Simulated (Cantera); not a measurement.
An isothermal, constant-pressure homogeneous reactor starts with 94.3 % N₂O, 5.75 % O₂, at 1075 K and 0.420 bar.

Cantera simulation using GRI-Mech 3.0 (53 species, 325 reactions); the numbers are that mechanism's predictions, not measurements. GRI-Mech 3.0 was tuned for natural gas; its chemistry of N2O as a main component is partial and can be far from experiment. The mechanism lacks the step 2 NO + O2 → 2 NO2, which can matter for NO2 below about 1400 K. The temperature is held fixed by assumption; the heat of reaction is taken as removed at once.

One state of this run: x N₂O = 0.802; x O₂ = 0.0996; x NO = 0.00568; x O = 1.93e-7; x NO₂ = 3.34e-5; x N₂ = 0.0926. x: mole fraction; the columns are a selection and need not sum to one.

Q: Which value of t (s) does it belong to?
(A) 83.1
(B) 6.38
(C) 0.0376
(D) 0.0104

A: B, 6.38
